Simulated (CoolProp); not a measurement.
Saturation properties of n-butane.

Values from CoolProp's reference Helmholtz-energy equation of state, Bücker 2006.

| T (°C) | p (MPa) | liquid density (kg/m³) | enthalpy of vaporisation (kJ/kg) | surface tension (mN/m) | liquid viscosity (µPa s) |
|---|---|---|---|---|---|
| 25.95 | 0.2506 | 571.7 | 360.5 | 11.8 | 157 |
| 33.25 | 0.3121 | 563.1 | 352.8 | 11.0 | 147 |
| 40.55 | 0.3843 | 554.2 | 344.8 | 10.2 | 137 |
| 47.85 | 0.4685 | 545.1 | 336.4 | 9.38 | 128 |
| 55.15 | 0.5658 | 535.6 | 327.5 | 8.59 | 120 |
| 62.45 | 0.6773 | 525.8 | 318.1 | 7.81 | 112 |
| 69.75 | 0.8044 | 515.6 | 308.1 | 7.05 | 104 |
| 77.05 | 0.9484 | 504.9 | 297.4 | 6.30 | 97.4 |
| 84.35 | 1.110 | 493.6 | 286.0 | 5.57 | 90.7 |
| 91.65 | 1.292 | 481.7 | 273.7 | 4.85 | 84.4 |
| 98.95 | 1.495 | 469.0 | 260.3 | 4.15 | 78.3 |
| 106.25 | 1.720 | 455.3 | 245.6 | 3.47 | 72.3 |

It boils at -0.5 °C under 1 atm.

Viscosity comes from a separate model (Vogel 1999). Surface tension comes from a separate correlation (Mulero 2012).
